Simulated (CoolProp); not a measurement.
Aqueous ammonia as a coolant, 25 % by mass, freezing at -55.5 °C, 1 atm.

Values from CoolProp's Melinder's fits for secondary coolants.

```csv
T (°C),density (kg/m³),Prandtl number,conductivity (W/(m K)),viscosity (mPa s)
-14.8,924.4,40.1,___,3.77
-10.2,922.4,32.9,0.409,3.16
-5.6,920.3,27.4,0.417,___
-1,918.1,23.0,0.425,2.31
3.6,915.8,19.6,0.433,2.00
8.2,913.4,16.8,0.441,1.75
12.8,___,14.5,0.449,1.54
17.4,908.4,12.6,___,1.36
22,905.7,___,0.465,1.21
26.6,903.0,9.56,0.472,1.07
```

### Question
Some entries are withheld; supply them.

### Answer

- -14.8, conductivity (W/(m K)): 0.400
- -5.6, viscosity (mPa s): 2.69
- 12.8, density (kg/m³): 910.9
- 17.4, conductivity (W/(m K)): 0.457
- 22, Prandtl number: 11.0
